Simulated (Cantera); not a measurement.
A diamond (100) surface in a fixed gas of H2 with x(CH4) = 0.016, x(H) = 0.001, x(CH3) = 1.6e-05, at 1075 K; coverages are run to steady state.

Computed with Cantera and the Harris–Goodwin 1993 mechanism for the reconstructed diamond (100) surface.

θ: site fractions in the mechanism's names (c6HH fully hydrogenated, c6H* and c6*H radical sites, c6** diradical, c6HM methylated).

| P (Pa) | growth (µm/h) | θ c6HH | θ c6H* | θ c6*H | θ c6** | θ c6HM |
|---|---|---|---|---|---|---|
| 490 | [?] | 0.540 | 0.0250 | 0.421 | 0.0139 | 0.000506 |
| 940 | [?] | 0.539 | 0.0250 | 0.420 | 0.0139 | 0.000903 |
| 1800 | [?] | 0.539 | 0.0250 | 0.420 | 0.0138 | 0.00152 |
| 3500 | [?] | 0.538 | 0.0249 | 0.419 | 0.0138 | 0.00239 |
| 6700 | [?] | 0.538 | 0.0249 | 0.419 | 0.0138 | 0.00337 |
| 13000 | [?] | 0.537 | 0.0249 | 0.418 | 0.0138 | 0.00429 |
| 25000 | [?] | 0.536 | 0.0249 | 0.418 | 0.0138 | 0.00500 |
| 48000 | [?] | 0.536 | 0.0249 | 0.417 | 0.0138 | 0.00546 |

Some entries are withheld; supply them.


- 490, growth (µm/h): 0.00608
- 940, growth (µm/h): 0.0181
- 1800, growth (µm/h): 0.0538
- 3500, growth (µm/h): 0.157
- 6700, growth (µm/h): 0.413
- 13000, growth (µm/h): 1.01
- 25000, growth (µm/h): 2.24
- 48000, growth (µm/h): 4.69
